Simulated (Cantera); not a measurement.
Charge: 1 mol B₂H₆, a varied amount of H₂O, 0.35 mol O₂, held at 39.0 Pa.

Method: chemical equilibrium by Gibbs-energy minimisation in Cantera with the NASA 1993 tables (ideal gas, pure condensed phases). Candidate condensed phases: B, B₂O₃, B₃O₃H₃, H₂O; 23 gas species. The feed counts by its element totals alone. Mutual solubility and eutectic melting of coexisting phases are not modelled. Kinetics and transport are ignored.

Stable condensed phases, one row left out:

```
T in °C \ n(H₂O) in mol
         1.5 3.2   5 6.7 8.5  10  12  14  15  17  19
   1252    A   A   A   A   A   A   A   A   A   A   A
   1202    A   B   A   A   A   A   A   A   A   A   A
   1152    C   B   A   A   A   A   A   A   A   A   A
   1102    C   B   B   A   A   A   A   A   A   A   A
   1052    C   B   B   B   B   A   A   A   A   A   A
    952    C   B   B   B   B   B   B   B   B   B   B
    902    C   B   B   B   B   B   B   B   B   B   B
    852    C   B   B   B   B   B   B   B   B   B   B
    802    C   B   B   B   B   B   B   B   B   B   B
```

A: gas only; B: B₂O₃; C: B + B₂O₃.

Task: Give the row for 1002 °C.

Result: 1.5: B + B₂O₃; 3.2: B₂O₃; 5: B₂O₃; 6.7: B₂O₃; 8.5: B₂O₃; 10: B₂O₃; 12: B₂O₃; 14: B₂O₃; 15: B₂O₃; 17: B₂O₃; 19: gas only.
